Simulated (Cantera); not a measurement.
Standard-state values (1 bar) from the NASA 1993 polynomials, evaluated with Cantera. Values are per mole of reaction as written; species without (g) are pure solids or liquids, kept so even where they would boil at 1 bar.

Between 973 and 2573 K, where is each reaction favourable under standard conditions?
- Ca(g) + NO(g) ⇌ N(g) + CaO


- Ca(g) + NO(g) ⇌ N(g) + CaO: ΔG° is -270 kJ at 973 K and -44 kJ at 2573 K; it stays negative (K > 1). ΔH° is -385 kJ and ΔS° -133 J/K at 2573 K.
